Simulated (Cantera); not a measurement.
Source: NASA polynomial tables (part measured, part estimated), evaluated in Cantera. Values are per mole of reaction as written; species without (g) are pure solids or liquids, kept so even where they would boil at 1 bar.

a) V + O2(g) ⇌ VO2(g)
b) Zr + O2(g) ⇌ ZrO2(g)
c) 1.333 B + O2(g) ⇌ 0.6667 B2O3(g)
d) 0.6667 Cr + O2(g) ⇌ 0.6667 CrO3(g)
e) 1.143 Ti + O2(g) ⇌ 0.2857 Ti4O7
f) 2 Pb + O2(g) ⇌ 2 PbO(g)

**Question.** Order these by ΔG° at 1548 K, most negative first.

**Answer.** e (-700 kJ), c (-517 kJ), b (-321 kJ), a (-270 kJ), d (-123 kJ), f (-45 kJ)
